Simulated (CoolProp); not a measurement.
R124 along the isobar 101 kPa: fugacity coefficient from the reference equation and from simpler models built on Tc = 122.3 °C, pc = 3624 kPa, ω = 0.288; each cubic takes its own stable root.

Computed with CoolProp (reference Helmholtz-energy equation of state, de Vries 1995).

```json
[
 {"T (°C)": "-141.25", "phase": "liquid", "reference": "4.259e-6"},
 {"T (°C)": "-136.45", "phase": "liquid", "reference": "1.116e-5"},
 {"T (°C)": "-131.55", "phase": "liquid", "reference": "2.764e-5"},
 {"T (°C)": "-126.75", "phase": "liquid", "reference": "6.283e-5"},
 {"T (°C)": "-121.95", "phase": "liquid", "reference": "0.0001345"},
 {"T (°C)": "-117.15", "phase": "liquid", "reference": "0.0002729"},
 {"T (°C)": "-112.35", "phase": "liquid", "reference": "0.0005274"},
 {"T (°C)": "-107.55", "phase": "liquid", "reference": "0.0009748"},
 {"T (°C)": "-102.65", "phase": "liquid", "reference": "0.001751"},
 {"T (°C)": "-97.85", "phase": "liquid", "reference": "0.002994"},
 {"T (°C)": "-93.05", "phase": "liquid", "reference": "0.004950"},
 {"T (°C)": "-88.25", "phase": "liquid", "reference": "0.007936"}
]
```

### Question
How far does each simpler model (van der Waals, Redlich-Kwong, Soave-Redlich-Kwong) lie from the reference over these 12 states: mean and median of the absolute difference, and the worst?

### Answer
- van der Waals: mean 163201.3 %, median 50182.7 %, worst +831315.8 % at -141.25 °C and 101 kPa
- Redlich-Kwong: mean 456.4 %, median 443.1 %, worst +667.6 % at -141.25 °C and 101 kPa
- Soave-Redlich-Kwong: mean 6.1 %, median 4.8 %, worst +15.8 % at -141.25 °C and 101 kPa
